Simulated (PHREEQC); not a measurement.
Make-up at 25 °C: 0.25 mol H3BO3 and 0.002 mol H4SiO4 per kg of water. Closed to the air; pH follows from the charge balance.

The numbers come from PHREEQC with the Pitzer model, pitzer.dat.

| quantity | before | after |
|---|---|---|
| pH | 4.57 | 4.57 |
| ionic strength (mol/kgw) | 2.58e-5 | 2.58e-5 |
| B3O3(OH)4- (mol/kgw) | 2.02e-5 | 2.02e-5 |
| B(OH)4- (mol/kgw) | 5.62e-6 | 5.62e-6 |
| H3SiO4- (mol/kgw) | 1.15e-8 | 7.96e-9 |
| SI of SiO2(a) (SiO2) | -0.03 | +0.06 |

Q: Name the change that produced these shifts.
A) temperature from 25 to 35 °C
B) H4SiO4 from 0.002 to 0.001 mol/kgw
C) temperature from 25 to 15 °C
D) diluted 5-fold with water
E) diluted 100-fold with water

A: C, temperature from 25 to 15 °C

No solid was allowed to form. Some of these states are supersaturated (in SiO2(a), for instance).
